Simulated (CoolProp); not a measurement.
Properties of n-nonane along the isotherm 326.85 °C.

Model: reference Helmholtz-energy equation of state, Lemmon 2006, in CoolProp. It is a short technical equation, of lower accuracy than the large ones.

| p (MPa) | phase | density (kg/m³) | speed of sound (m/s) | Joule-Thomson coefficient (K/MPa) | viscosity (µPa s) |
|---|---|---|---|---|---|
| 0.57 | gas | 16.11 | 182.1 | 8.831 | 10.8 |
| 1.14 | gas | 36.50 | 160.6 | 10.84 | 11.1 |
| 1.71 | gas | 65.92 | 131.9 | 14.58 | 11.8 |
| 2.28 | gas | 131.2 | 87.42 | 24.77 | 14.8 |
| 2.85 | supercritical | 347.3 | 134.3 | 5.194 | 41.6 |
| 3.42 | supercritical | 379.1 | 187.1 | 2.579 | 48.9 |
| 3.99 | supercritical | 396.8 | 223.6 | 1.726 | 53.6 |
| 4.56 | supercritical | 409.5 | 252.6 | 1.285 | 57.2 |
| 5.13 | supercritical | 419.6 | 277.4 | 1.009 | 60.3 |
| 5.7 | supercritical | 427.9 | 299.1 | 0.8183 | 63.0 |

Viscosity comes from a separate model (Huber 2004).
